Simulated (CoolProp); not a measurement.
The fluid at 298.15 K and 0.0188 MPa is compressed adiabatically to 0.129 MPa with isentropic efficiency 0.7. The same conditions are run with several fluids, on thermodynamics alone (safety and materials aside).

Model: reference Helmholtz-energy equation of state of each fluid (n-pentane: Thol 2019; R134a: Tillner-Roth 1994; R1233zd(E): Akasaka 2022; carbon dioxide: Span 1996; methane: Setzmann 1991), in CoolProp.

Question: Rank n-pentane, R134a, R1233zd(E), carbon dioxide, methane by work (kJ/kg), highest first.

Answer: methane (529), carbon dioxide (191), n-pentane (99.0), R134a (72.8), R1233zd(E) (55.7)

```csv
fluid,final temperature (K),final density (kg/m³)
n-pentane,355.5,3.26
R134a,379.7,4.21
R1233zd(E),366.7,5.66
carbon dioxide,502.7,1.36
methane,505.8,0.492
```
